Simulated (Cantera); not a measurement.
Feed: 1 mol SiH₄, 17 mol H₂, 0.038 mol C₂H₄, at 1252 °C and 1.30 mbar.

Cantera equilibrium calculation (NASA polynomials, part measured and part estimated; ideal gas, pure solids and liquids). Candidate condensed phases: C, C₆H₆, C₇H₈, C₈H₁₈, Si, SiC; 87 gas species. Mutual solubility and eutectic melting of coexisting phases are not modelled. The numbers say what is thermodynamically allowed, not how fast it happens.

### Question
What is the equilibrium state?

### Answer
| Quantity | Result |
|---|---|
| x(H₂) | 0.999 |
| x(H) | 0.000656 |
| x(Si) | 1.45e-5 |
| x(SiH₂) | 2.05e-6 |
| x(SiH) | 1.52e-6 |
| n(Si(s)) | 0.924 mol |
| n(SiC(s)) | 0.0760 mol |
| gas amount | 19.08 mol |
| log10 activity of C(graphite) (absent) | -2.10 |
